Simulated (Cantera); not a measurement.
Feed: 1 mol Al(CH3)3, 1.4 mol NH3, 1.3 mol N2, held at 1.50 Torr.

Method: chemical equilibrium by Gibbs-energy minimisation in Cantera with the NASA 1993 tables (ideal gas, pure condensed phases). Candidate condensed phases: Al, AlN, C, C6H6, C7H8, C8H18; 97 gas species. The feed counts by its element totals alone. Rates play no part.

**Question.** At 1225 K, list the 4 most abundant gas species with their mole fractions, and the condensed phases.

**Answer.** H2 0.815, N2 0.185, HCN 3.80e-5, CH4 1.74e-5. Condensed: AlN(s) + C(graphite).
